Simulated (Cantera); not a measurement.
## Pyrogenic steam for wet oxidation

An isothermal, constant-pressure homogeneous reactor starts with 7.98 % H₂, 6.13 % O₂, 85.9 % N₂, equivalence ratio 0.65, at 1048 K and 165 Torr.

Cantera simulation using GRI-Mech 3.0 (53 species, 325 reactions); the numbers are that mechanism's predictions, not measurements. The temperature is held fixed by assumption; the heat of reaction is taken as removed at once.

```tsv
t (s)	x H₂	x O₂	x O	x OH	x H	x N₂O	x H₂O
0.000600	0.0798	0.0613	1.29e-7	5.03e-8	8.27e-7	<1e-12	1.06e-6
0.00197	0.00686	0.0273	0.00221	0.000962	0.0126	1.15e-8	0.0682
0.00645	0.000494	0.0225	0.000107	0.000160	0.000128	2.32e-8	0.0824
0.0211	4.76e-5	0.0224	7.47e-6	3.76e-5	2.44e-6	2.70e-8	0.0830
0.0693	4.27e-6	0.0224	7.97e-7	1.32e-5	8.58e-8	2.82e-8	0.0831
0.227	3.68e-7	0.0224	1.22e-7	5.30e-6	4.34e-9	2.87e-8	0.0831
0.744	5.21e-8	0.0224	2.61e-8	2.45e-6	3.90e-10	2.90e-8	0.0831
2.44	1.18e-8	0.0224	6.83e-9	1.25e-6	5.10e-11	2.90e-8	0.0831
8.00	3.25e-9	0.0224	1.98e-9	6.71e-7	7.91e-12	2.87e-8	0.0831
```
x: mole fraction; the columns are a selection and need not sum to one.

Equilibrium at this temperature and pressure: H₂ 4.08e-10, O₂ 0.0224, O 2.03e-10, OH 2.15e-7, H <1e-12, N₂O 7.10e-10, H₂O 0.0831 (gas phase only).
